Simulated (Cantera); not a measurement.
Charge: 1 mol Si3N4, 0.097 mol H2O, 180 mol N2, equilibrated at 1280 Torr.

Cantera equilibrium calculation (NASA polynomials, part measured and part estimated; ideal gas, pure solids and liquids). Candidate condensed phases: H2O, Si, SiO2, Si2N2O, Si3N4; 35 gas species. Mutual solubility and eutectic melting of coexisting phases are not modelled. Equilibrium is a limit: real reactors are often held back by kinetics, nucleation or transport. All values below are at 1223 K.

Base state: N2 0.999, H2 0.000538 (mole fractions); condensed: Si2N2O(s) + Si3N4(s).

Question: What changes in the equilibrium state with this change: Si3N4 replaced by SiC?

Answer: 
```tsv
species	before	after
N2	0.999	0.999
H2	0.000538	0.000539
Si2N2O(s), mol	0.0970	0.0970
Si3N4(s), mol	0.935	0.269
C(graphite), mol	0	1.000
```
N2 is the only nitrogen source here; it is nearly inert below about 1500 K, so the nitride shown seldom forms there in practice. Further candidate phases: C, C6H6, C7H8, C8H18, SiC.
